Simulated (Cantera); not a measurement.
A closed system holds: 1 mol AlN, 0.15 mol H2O, 7.9 mol N2, held at 1402 °C and 8.70 mbar.

These are equilibrium values from Cantera (NASA tables, ideal gas, pure condensed phases), not measurements of a reactor. Candidate condensed phases: Al, AlN, Al2O3, H2O; 35 gas species. Mutual solubility and eutectic melting of coexisting phases are not modelled. Equilibrium is a limit: real reactors are often held back by kinetics, nucleation or transport.

Base state: N2 0.981, H2 0.0184, H 0.000169, Al 1.58e-5 (mole fractions); condensed: AlN(s) + Al2O3(s).

Question: What changes in the equilibrium state with this change: AlN replaced by BN?

Answer: 
```csv
species,before,after
N2,0.981,0.975
H2,0.0184,0.0169
B2O3,0,0.00396
HBO,0,0.00203
Al,1.58e-5,0
B2O2,0,0.00119
HBO2,0,0.000836
BO,0,0.000401
H2O,2.01e-7,1.00e-5
H,0.000169,0.000162
"AlN(s), mol",0.900,0
"Al2O3(s), mol",0.0500,0
"BN(s), mol",0,0.889
```
Further candidate phases: B, BN, B2O3, B3O3H3.
